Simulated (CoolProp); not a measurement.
Vapour-liquid equilibrium of R113 (1) + n-hexane (2) at 0.994 MPa; x and y are mole fractions of (1).

Values from CoolProp's multi-fluid Helmholtz-energy mixture model, Marx 1992 and Thol 2019; pair parameters Bell 2016.

```json
[
 {"x": "0.05", "bubble temperature, mixture model (K)": "435.6", "bubble temperature, Raoult's law (K)": "436.3", "y, mixture model": "0.078", "y, Raoult's law": "0.077"},
 {"x": "0.15", "bubble temperature, mixture model (K)": "431.5", "bubble temperature, Raoult's law (K)": "433.2", "y, mixture model": "0.217", "y, Raoult's law": "0.220"},
 {"x": "0.25", "bubble temperature, mixture model (K)": "428.0", "bubble temperature, Raoult's law (K)": "430.3", "y, mixture model": "0.338", "y, Raoult's law": "0.348"},
 {"x": "0.35", "bubble temperature, mixture model (K)": "424.9", "bubble temperature, Raoult's law (K)": "427.5", "y, mixture model": "0.446", "y, Raoult's law": "0.464"},
 {"x": "0.45", "bubble temperature, mixture model (K)": "422.2", "bubble temperature, Raoult's law (K)": "424.8", "y, mixture model": "0.543", "y, Raoult's law": "0.569"},
 {"x": "0.55", "bubble temperature, mixture model (K)": "419.8", "bubble temperature, Raoult's law (K)": "422.3", "y, mixture model": "0.633", "y, Raoult's law": "0.665"},
 {"x": "0.65", "bubble temperature, mixture model (K)": "417.7", "bubble temperature, Raoult's law (K)": "419.9", "y, mixture model": "0.718", "y, Raoult's law": "0.751"},
 {"x": "0.75", "bubble temperature, mixture model (K)": "415.9", "bubble temperature, Raoult's law (K)": "417.5", "y, mixture model": "0.799", "y, Raoult's law": "0.831"},
 {"x": "0.85", "bubble temperature, mixture model (K)": "414.2", "bubble temperature, Raoult's law (K)": "415.3", "y, mixture model": "0.879", "y, Raoult's law": "0.903"},
 {"x": "0.95", "bubble temperature, mixture model (K)": "412.8", "bubble temperature, Raoult's law (K)": "413.1", "y, mixture model": "0.959", "y, Raoult's law": "0.969"}
]
```

The largest gap from Raoult's law is -2.6 K in bubble temperature, at x = 0.45. No azeotrope shows between x = 0.05 and 0.95.

The pair parameters rest on a limited set of measurements; away from them the model extrapolates.
